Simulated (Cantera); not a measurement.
A perfectly stirred reactor is fed with 8.21 % H₂, 4.83 % O₂, 87.0 % N₂, equivalence ratio 0.85, at 0.990 bar; it is held at 1400 K, and followed from long to short residence time.

Cantera simulation using the H2/O2 subset of GRI-Mech 3.0, which has no nitrogen chemistry; the numbers are that mechanism's predictions, not measurements. The temperature is held fixed by assumption; the heat of reaction is taken as removed at once.

One state of this run: x H₂ = 0.000463; x O₂ = 0.00769; x H₂O = 0.0849; x OH = 0.000336; x H = 7.87e-5; x HO₂ = 2.08e-6. x: mole fraction; the columns are a selection and need not sum to one.

### Question
Which value of τ (s) does it belong to?
A. 0.12
B. 0.00019
C. 0.033
D. 0.44

### Answer
A, 0.12
